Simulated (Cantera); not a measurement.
Cantera run:

```python
import numpy as np
import cantera as ct

gas_names = """
    F F2 FS2F,fluorodisu N NF NF2 NF3 N2 S SF SF2 SF3 SF4 SF5 SF6 SN S2 S2F2,thiothiony S8 Si SiF SiF2
    SiF3 SiF4 SiN SiS Si2 Si2N Si3
""".split()
cond_names = """
    S(cr1) S(cr2) S(L) Si(cr) Si(L) Si3N4(a)
""".split()


# ... load() reads the species with a 1 bar reference pressure and builds the phases ...
atoms = {
    'Si': {'Si': 1},
    'NF3': {'N': 1, 'F': 3},
    'N2': {'N': 2},
    'SF6': {'S': 1, 'F': 6},
}
top_T = {'Si3N4(a)': 2400}  # K; cautious upper limits of use, not melting points


# ... equilibrate(T, P, feed) seeds the gas with the atoms and calls Mixture.equilibrate('TP', solver="vcs", rtol=1e-11, max_steps=5000) ...
results = []
feed = {'Si': 1, 'NF3': 5.4, 'N2': 11, 'SF6': 3.4}  # mol
P = 12  # Pa
for T in [900, 975, 1050, 1125, 1200, 1275, 1350, 1425, 1500, 1575]:
    mix = equilibrate(T, P, feed)
    results.append((T, P, feed, dict(zip(mix.species_names, mix.species_moles))))

top = {s: max(r[3][s] / sum(r[3][g] for g in gas_names) for r in results) for s in gas_names}
cols = sorted((s for s in top if top[s] > 1e-06), key=lambda s: -top[s])[:8]
seen = [c for c in cond_names if any(r[3].get(c, 0) > 1e-12 for r in results)]
print("log10 of partial pressures in bar; condensed amounts in mol")
print(f"{'T/K':>10s}" + "".join(f"{s[:9]:>10s}" for s in cols + seen))
for T, P, feed, n in results:
    ng = sum(n[g] for g in gas_names)
    print(f"{T:10.4g}" + "".join(f"{np.log10(max(n[s] / ng * P / 1e5, 1e-99)):10.3f}" for s in cols)
          + "".join(f"{n.get(c, 0):10.4g}" for c in seen))
```

Result:

```
log10 of partial pressures in bar; condensed amounts in mol
       T/K         F        N2       SF6       SF4       SF2      SiF4        F2       SF3
       900    -4.344    -4.259    -4.864   -14.614   -27.712    -5.395    -5.717   -22.299
       975    -4.322    -4.264    -4.869   -11.895   -22.245    -5.401    -6.406   -18.084
      1050    -4.317    -4.265    -4.870    -9.532   -17.497    -5.402    -7.028   -14.422
      1125    -4.316    -4.266    -4.872    -7.480   -13.375    -5.402    -7.574   -11.244
      1200    -4.299    -4.278    -4.941    -5.785    -9.903    -5.414    -8.020    -8.580
      1275    -4.227    -4.338    -5.643    -5.045    -7.708    -5.474    -8.302    -7.042
      1350    -4.207    -4.358    -6.980    -5.013    -6.296    -5.495    -8.640    -6.257
      1425    -4.180    -4.389    -8.493    -5.320    -5.389    -5.526    -8.925    -5.901
      1500    -4.157    -4.419   -10.390    -6.129    -5.101    -5.555    -9.186    -6.110
      1575    -4.152    -4.425   -12.380    -7.106    -5.056    -5.562    -9.453    -6.530
```

Cantera equilibrium calculation (NASA polynomials, part measured and part estimated; ideal gas, pure solids and liquids). The tables' values for SF3, S2F2 (SSF2), SF5 are old estimates; treat these amounts as uncertain.
